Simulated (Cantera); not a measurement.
Input: 1 mol CaF₂, 0.4 mol HF, 1 mol N₂, held at 4300 Pa.

Method: chemical equilibrium by Gibbs-energy minimisation in Cantera with the NASA 1993 tables (ideal gas, pure condensed phases). Candidate condensed phases: Ca, CaF₂; 25 gas species. Rates play no part. All values below are at 1975 K.

Base state: N₂ 0.669, HF 0.268, CaF₂ 0.0630, F 0.000112, H 3.87e-5, H₂ 3.45e-5 (mole fractions); condensed: CaF₂(l).

Question: What changes in the equilibrium state with this change: pressure from 4300 Pa to 260 Pa?

Answer: 
```csv
species,before,after
N₂,0.669,0.417
CaF₂,0.0630,0.416
HF,0.268,0.166
CaF,3.86e-6,0.000143
H,3.87e-5,0.000135
"CaF₂(l), mol",0.906,0
```
